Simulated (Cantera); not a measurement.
Feed: 1 mol CH₃SiCl₃, 0.03 mol C₂H₄, 4.5 mol H₂, held at 173 Torr.

Equilibrium computed with Cantera from the NASA thermochemical tables; the gas is ideal and each condensed phase is pure. Candidate condensed phases: C, C₆H₆, C₇H₈, C₈H₁₈, Si, SiC; 109 gas species. The feed counts by its element totals alone. The tables' values for SiCl₃ are old estimates; treat these amounts as uncertain. Rates play no part. All values below are at 1150 K.

Base state: H₂ 0.738, HCl 0.204, SiCl₄ 0.0505, SiHCl₃ 0.00372, CH₄ 0.00293, SiCl₃ 0.000837, SiCl₂ 0.000152, SiH₂Cl₂ 3.43e-5 (mole fractions); condensed: C(graphite) + SiC(s).

Task: What changes in the equilibrium state with this change: CH₃SiCl₃ replaced by SiH₄?

Result: 
| species | before | after |
|---|---|---|
| H₂ | 0.738 | 1.000 |
| CH₄ | 0.00293 | 6.60e-6 |
| HCl | 0.204 | 0 |
| SiCl₄ | 0.0505 | 0 |
| SiHCl₃ | 0.00372 | 0 |
| SiCl₃ | 0.000837 | 0 |
| SiCl₂ | 0.000152 | 0 |
| SiH₂Cl₂ | 3.43e-5 | 0 |
| C(graphite), mol | 0.434 | 0 |
| SiC(s), mol | 0.605 | 0.0600 |
| Si(s), mol | 0 | 0.940 |
Mutual solubility and eutectic melting of coexisting phases are not modelled.
